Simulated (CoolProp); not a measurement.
Properties of CH2F2 (R32) at several states (Tc = 78.1 °C, pc = 5.783 MPa, ω = 0.277).

Model: reference Helmholtz-energy equation of state, Tillner-Roth 1997, in CoolProp.

```json
[
 {"T (°C)": "-14.95", "p (MPa)": "17.4", "phase": "liquid", "density (kg/m³)": "___", "cv (kJ/(kg K))": "0.9374", "conductivity (mW/(m K))": "176"},
 {"T (°C)": "59.45", "p (MPa)": "0.0144", "phase": "gas", "density (kg/m³)": "0.2712", "cv (kJ/(kg K))": "___", "conductivity (mW/(m K))": "___"},
 {"T (°C)": "69.35", "p (MPa)": "0.0582", "phase": "gas", "density (kg/m³)": "1.068", "cv (kJ/(kg K))": "___", "conductivity (mW/(m K))": "___"},
 {"T (°C)": "25.75", "p (MPa)": "2", "phase": "liquid", "density (kg/m³)": "___", "cv (kJ/(kg K))": "___", "conductivity (mW/(m K))": "___"}
]
```

Problem. What belongs in the gaps?

Solution. 
- -14.95, density (kg/m³): 1147
- 59.45, cv (kJ/(kg K)): 0.7193
- 59.45, conductivity (mW/(m K)): 16.3
- 69.35, cv (kJ/(kg K)): 0.7370
- 69.35, conductivity (mW/(m K)): 17.2
- 25.75, density (kg/m³): 959.7
- 25.75, cv (kJ/(kg K)): 0.9580
- 25.75, conductivity (mW/(m K)): 134

Thermal conductivity comes from a separate model (Huber 2003), an estimate that may be off by 10 % or more.
